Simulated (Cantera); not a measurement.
A closed system holds: 1 mol CH3SiCl3, 0.011 mol C2H2, 800 mol H2, equilibrated at 6.70 mbar.

These are equilibrium values from Cantera (NASA tables, ideal gas, pure condensed phases), not measurements of a reactor. Candidate condensed phases: C, C6H6, C7H8, C8H18, Si, SiC; 109 gas species. The feed counts by its element totals alone. Gases not in the tables: Si2H6 and higher silanes. Kinetics and transport are ignored.

Q: What share of the Si ends up in condensed phases as a function of T (°C), at 1400, 1500, 1600, 1700, 1800, 1900, 2000?

A: 
| T (°C) | Si condensed (%) | as |
|---|---|---|
| 1400 | 99.7 | SiC(s) |
| 1500 | 98.2 | SiC(s) |
| 1600 | 91.0 | SiC(s) |
| 1700 | 63.6 | SiC(s) |
| 1800 | 0.0 | - |
| 1900 | 0.0 | - |
| 2000 | 0.0 | - |
